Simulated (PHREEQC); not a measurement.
A made-up water analysis in mmol/kgw, 25 °C, pH 6.93, pe -0.8: Na 0.0478; K 0.00473; Ca 0.0855; Mg 0.0332; Cl 0.127; S(6) 0.0405; Alkalinity (meq/kgw) 0.0847; Fe(2) 0.00482; Si 0.00035; Mn(2) 0.0089.

Na is adjusted to close the charge balance.
Valence states are taken as typed.

The numbers come from PHREEQC with the ion-association model, wateq4f.dat.

Each row changes one thing in this solution. Precipitation was switched off in this run.

```tsv
case	HCO3- (mol/kgw)	CO2 (mol/kgw)	CaSO4 (mol/kgw)	MgSO4 (mol/kgw)	CaHCO3+ (mol/kgw)	MnHCO3+ (mol/kgw)	SI of Rhodochrosite (MnCO3)	SI of Siderite (FeCO3)
as made	8.44e-5	2.18e-5	5.52e-7	2.52e-7	8.29e-8	5.98e-8	-1.45	-1.96
all concentrations times 2 at the same typed pH	0.000168	?	2.00e-6	9.10e-7	3.15e-7	2.26e-7	-0.88	-1.39
pH from 6.93 to 5.93 at the same alkalinity	?	?	5.52e-7	2.51e-7	8.41e-8	6.09e-8	-2.45	-2.95
Si from 0.00035 to 0.000175 mmol/kgw	8.44e-5	2.18e-5	5.52e-7	2.52e-7	8.29e-8	5.98e-8	-1.45	-1.96
```

Question: Some entries are withheld; supply them.

Answer: 
- all concentrations times 2 at the same typed pH, CO2 (mol/kgw): 4.29e-5
- pH from 6.93 to 5.93 at the same alkalinity, HCO3- (mol/kgw): 8.57e-5
- pH from 6.93 to 5.93 at the same alkalinity, CO2 (mol/kgw): 0.000221
